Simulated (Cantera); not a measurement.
Feed: 1 mol CH3SiCl3, 0.023 mol C2H4, 4.5 mol H2, equilibrated at 173 Torr.

These are equilibrium values from Cantera (NASA tables, ideal gas, pure condensed phases), not measurements of a reactor. Candidate condensed phases: C, C6H6, C7H8, C8H18, Si, SiC; 109 gas species. The feed counts by its element totals alone. The tables' values for SiCl, SiCl3 are old estimates; treat these amounts as uncertain. Gases not in the tables: Si2H6 and higher silanes. Equilibrium is a limit: real reactors are often held back by kinetics, nucleation or transport.

log p: log10 of the partial pressure in bar; n: condensed amount in mol.

```tsv
T (K)	log p H2	log p HCl	log p SiCl4	log p SiCl2	log p H	log p CH4	log p Cl	n C(graphite)	n SiC(s)
1000	-0.74	-1.62	-1.74	-5.68	-9.01	-2.49	-9.92	[?]	0.422
1150	-0.77	-1.33	-1.93	-4.46	-7.51	-3.17	-8.13	[?]	0.605
1300	-0.81	-1.16	-2.27	-3.62	-6.36	-3.73	-6.79	[?]	0.787
1450	-0.84	-1.09	-2.77	-3.08	-5.44	-4.16	-5.78	[?]	0.889
1600	-0.85	-1.07	-3.38	-2.74	-4.69	-4.48	-5.02	[?]	0.905
1750	-0.85	-1.08	-3.97	-2.51	-4.06	-4.73	-4.40	[?]	0.880
1900	-0.84	-1.09	-4.50	-2.34	-3.52	-4.94	-3.89	[?]	0.837
2050	-0.84	-1.11	-4.98	-2.21	-3.06	-5.11	-3.46	[?]	0.786
2200	-0.84	-1.13	-5.42	-2.11	-2.67	-5.26	-3.10	[?]	0.731
2350	-0.84	-1.16	-5.83	-2.04	-2.33	-5.40	-2.79	[?]	0.666
2500	-0.86	-1.20	-6.22	-1.99	-2.03	-5.53	-2.52	[?]	0.555
```

Q: Some entries are withheld; supply them.

A: 
- 1000, n C(graphite): 0.528
- 1150, n C(graphite): 0.420
- 1300, n C(graphite): 0.253
- 1450, n C(graphite): 0.154
- 1600, n C(graphite): 0.139
- 1750, n C(graphite): 0.165
- 1900, n C(graphite): 0.205
- 2050, n C(graphite): 0.249
- 2200, n C(graphite): 0.290
- 2350, n C(graphite): 0.323
- 2500, n C(graphite): 0.360
